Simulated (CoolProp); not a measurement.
The numbers come from the reference Helmholtz-energy equation of state, Eisenbach 2021 in CoolProp.

Problem. For propylene glycol, give the phase and the cp (kJ/(kg K)), speed of sound (m/s), fugacity coefficient at 242.35 °C and 32600 kPa; 294.55 °C and 32600 kPa; 346.85 °C and 32600 kPa.

Solution. 
- 242.35 °C and 32600 kPa: liquid; cp 3.55, speed of sound 1060, fugacity coefficient 0.0247
- 294.55 °C and 32600 kPa: liquid; cp 3.78, speed of sound 927, fugacity coefficient 0.0671
- 346.85 °C and 32600 kPa: liquid; cp 4.03, speed of sound 792, fugacity coefficient 0.144
